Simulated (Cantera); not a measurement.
## Thermodynamics of abatement and gas-phase synthesis, feed PH3 + H2O

A closed system holds: 1 mol PH3, 0.24 mol H2O, equilibrated at 1.33 mbar.

Method: chemical equilibrium by Gibbs-energy minimisation in Cantera with the NASA 1993 tables (ideal gas, pure condensed phases). Candidate condensed phases: H2O, P, P4O10; 17 gas species. Gases not in the tables: HPO2, HPO3 and P4O6. Kinetics and transport are ignored.

```
T (K)  log p H  log p H2  log p P  log p PO  log p P2  log p O  log p PH  log p H2O
-----  -------  --------  -------  --------  --------  -------  --------  ---------
2648     -3.12     -3.57    -3.86     -4.06     -4.14    -6.13     -6.03      -6.23
2698     -3.09     -3.67    -3.81     -4.08     -4.23    -5.97     -6.06      -6.36
2748     -3.06     -3.79    -3.77     -4.10     -4.33    -5.81     -6.11      -6.49
2798     -3.04     -3.90    -3.74     -4.11     -4.43    -5.66     -6.17      -6.63
2848     -3.03     -4.02    -3.71     -4.13     -4.55    -5.50     -6.23      -6.76
2898     -3.02     -4.15    -3.69     -4.15     -4.67    -5.35     -6.30      -6.89
2948     -3.01     -4.28    -3.68     -4.17     -4.79    -5.20     -6.37      -7.02
2998     -3.00     -4.40    -3.66     -4.19     -4.91    -5.05     -6.44      -7.15
3048     -3.00     -4.53    -3.65     -4.22     -5.02    -4.92     -6.52      -7.29
3098     -3.00     -4.65    -3.64     -4.26     -5.14    -4.80     -6.59      -7.43
3148     -3.00     -4.77    -3.63     -4.30     -5.25    -4.69     -6.66      -7.58
3198     -3.00     -4.89    -3.62     -4.35     -5.36    -4.59     -6.74      -7.73
```
log p: log10 of the partial pressure in bar; nothing condenses.

From 2648 K to 3198 K nothing is condensed.
